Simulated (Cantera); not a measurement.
An isothermal, constant-pressure homogeneous reactor starts with 31.2 % CH4, 68.8 % H2O, at 1275 K and 10.0 bar.

Cantera simulation using GRI-Mech 3.0 (53 species, 325 reactions); the numbers are that mechanism's predictions, not measurements.

One state of this run: x CH4 = 0.248; x H2O = 0.621; x O2 = <1e-12; x CH2 = 2.59e-12; x OH = 5.39e-9; x H2 = 0.0986; x C2H = <1e-12. x: mole fraction; the columns are a selection and need not sum to one.

Q: Which value of t (s) does it belong to?
(A) 2.03e-5
(B) 3.00e-6
(C) 0.0428
(D) 90.0

A: D, 90.0
